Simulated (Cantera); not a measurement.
An isothermal, constant-pressure homogeneous reactor starts with N2O = 1 (molar parts), at 1325 K and 100.0 Torr.

Cantera simulation using GRI-Mech 3.0 (53 species, 325 reactions); the numbers are that mechanism's predictions, not measurements. GRI-Mech 3.0 was tuned for natural gas; its chemistry of N2O as a main component is partial and can be far from experiment. The mechanism lacks the step 2 NO + O2 → 2 NO2, which can matter for NO2 below about 1400 K. The temperature is held fixed by assumption; the heat of reaction is taken as removed at once.

x: mole fraction; the columns are a selection and need not sum to one.

```csv
t (s),x N2O,x O,x O2,x NO,x N2,x NO2
2.00e-6,1.000,6.73e-7,1.91e-8,7.28e-9,7.15e-7,<1e-12
8.66e-6,1.000,2.62e-6,3.33e-7,1.27e-7,3.34e-6,<1e-12
3.75e-5,1.000,[?],[?],[?],[?],<1e-12
0.000162,1.000,1.04e-5,3.86e-5,1.48e-5,9.51e-5,6.26e-11
0.000702,0.999,1.05e-5,[?],[?],[?],[?]
0.00304,0.997,1.05e-5,0.000877,0.000335,0.00193,3.07e-8
0.0132,0.986,1.05e-5,0.00380,0.00145,0.00834,4.90e-7
0.0570,0.943,1.04e-5,0.0160,0.00610,0.0350,5.02e-6
0.247,0.781,1.04e-5,0.0612,0.0233,0.134,2.62e-5
1.07,0.381,9.85e-6,0.173,0.0653,0.380,8.23e-5
4.62,0.0375,5.41e-6,0.272,0.0976,0.593,0.000142
20.0,9.05e-5,4.22e-7,0.284,0.0983,0.617,0.000397
```

### Question
Complete the blanks.

### Answer

- 3.75e-5, x O: 7.45e-6
- 3.75e-5, x O2: 4.69e-6
- 3.75e-5, x NO: 1.79e-6
- 3.75e-5, x N2: 1.77e-5
- 0.000702, x O2: 0.000196
- 0.000702, x NO: 7.49e-5
- 0.000702, x N2: 0.000440
- 0.000702, x NO2: 1.60e-9
